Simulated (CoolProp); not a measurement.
Computed with CoolProp (reference Helmholtz-energy equation of state, Tillner-Roth 1997).

Problem. For CH2F2 (R32), give the phase and the density (kg/m³), speed of sound (m/s), Joule-Thomson coefficient (K/MPa), expansivity (1/kK) at 435 K and 4340 kPa; 435 K and 5780 kPa; 435 K and 7230 kPa.

Solution. 
- 435 K and 4340 kPa: gas; density 72.4, speed of sound 263, Joule-Thomson coefficient 7.18, expansivity 3.83
- 435 K and 5780 kPa: gas; density 102, speed of sound 256, Joule-Thomson coefficient 6.91, expansivity 4.54
- 435 K and 7230 kPa: supercritical; density 135, speed of sound 250, Joule-Thomson coefficient 6.58, expansivity 5.40
